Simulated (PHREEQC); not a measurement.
NaOH is added in steps, without added water, to 1 kg of water holding 0.074 mol HF, 0.0036 mol NaF, 4.3e-07 mol H4SiO4 and 0.00047 mol H2SO4, at 25 °C. Oxygen alone is held at its pressure in air (log pO2 = -0.68). CO2 from the air is kept out. The run lets Chalcedony, Mirabilite precipitate or redissolve, and no other solid.

Base run: PHREEQC, ion-association model, wateq4f.dat. Each further column changes one thing. The table gives F- (mol/kgw).

| NaOH added (mol) | base | Debye-Hückel limiting law | metal-ligand complexes left out | Davies equation for every ion | database phreeqc.dat |
|---|---|---|---|---|---|
| 0 | 0.00724 | 0.00734 | 0.00724 | 0.00727 | 0.00777 |
| 0.01725 | 0.0187 | 0.0189 | 0.0188 | 0.0187 | 0.0186 |
| 0.02875 | 0.0284 | 0.0285 | 0.0287 | 0.0284 | 0.0280 |
| 0.046 | 0.0445 | 0.0447 | 0.0452 | 0.0445 | 0.0442 |
| 0.06325 | 0.0623 | 0.0626 | 0.0638 | 0.0623 | 0.0623 |
| 0.07475 | 0.0752 | 0.0755 | 0.0773 | 0.0752 | 0.0752 |
| 0.092 | 0.0751 | 0.0755 | 0.0775 | 0.0751 | 0.0751 |

wateq4f.dat counts part of the HF as a dimer, H2F2, which phreeqc.dat doesn't know; its constant is uncertain. SiF6-2 is the database's only silicon fluoride. phreeqc.dat and wateq4f.dat share most of their constants, so their agreement is no independent check. Solids allowed in the column 'database phreeqc.dat': SiO2(a).
